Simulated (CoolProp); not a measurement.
Properties of R407C along the isotherm 391 K.

Values from CoolProp's reference Helmholtz-energy equation of state, Lemmon 2003. It is a pseudo-pure fit of the blend.

```tsv
p (MPa)	phase	Z	cp (kJ/(kg K))	expansivity (1/kK)	viscosity (µPa s)
0.891	gas	0.9466	1.020	3.114	___
1.78	gas	0.8900	1.084	3.848	___
2.67	gas	0.8295	1.171	4.860	___
3.56	gas	0.7642	1.293	6.325	18.9
4.45	gas	0.6929	1.477	8.579	20.7
5.34	supercritical	0.6144	1.776	12.27	23.4
6.23	supercritical	0.5296	2.274	18.30	___
7.13	supercritical	0.4477	2.877	24.87	33.6
8.02	supercritical	0.3962	2.917	23.32	___
8.91	supercritical	0.3796	2.572	___	49.9
9.8	supercritical	0.3812	2.297	13.43	56.4
10.7	supercritical	0.3911	2.111	10.83	61.7
11.6	supercritical	0.4050	___	9.115	66.2
```

Task: Some entries are withheld; supply them.

Result: 
- 0.891, viscosity (µPa s): 16.3
- 1.78, viscosity (µPa s): 16.7
- 2.67, viscosity (µPa s): 17.6
- 6.23, viscosity (µPa s): 27.3
- 8.02, viscosity (µPa s): 42.0
- 8.91, expansivity (1/kK): 17.53
- 11.6, cp (kJ/(kg K)): 1.984

The peak of cp marks the crossing from liquid-like to gas-like fluid above the critical point.

Viscosity comes from a separate model (Geller 2000).
